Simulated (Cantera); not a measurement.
Feed: 1 mol N2O, 0.43 mol H2, 0.0047 mol SO2, equilibrated at 2602 °C and 1.00 bar.

These are equilibrium values from Cantera (NASA tables, ideal gas, pure condensed phases), not measurements of a reactor. Candidate condensed phases: H2O, H2SO4, S; 35 gas species. Equilibrium is a limit: real reactors are often held back by kinetics, nucleation or transport.

Base state: N2 0.543, H2O 0.193, O2 0.131, OH 0.0493, NO 0.0267, O 0.0262, H2 0.0154, H 0.0131 (mole fractions); condensed: gas only.

Task: What changes in the equilibrium state with this change: N2O replaced by SF6?

Result: 
```
species       before     after
-----------  -------  --------
F                  0     0.713
HF                 0     0.143
SF                 0    0.0501
N2             0.543         0
H2O            0.193     <1e-9
SF2                0    0.0424
NO            0.0267         0
S2             <1e-9    0.0219
H2            0.0154   1.07e-8
OH            0.0493   5.11e-8
O2             0.131   2.02e-7
S            5.36e-6    0.0256
H             0.0131   1.10e-5
O             0.0262   3.25e-5
S2F2 (SSF2)        0   0.00121
SF3                0  0.000875
FS2F (FSSF)        0  0.000112
F2                 0  0.000106
```
The tables' values for S2F2 (SSF2), SF3, FS2F (FSSF), SOF2 are old estimates; treat these amounts as uncertain.
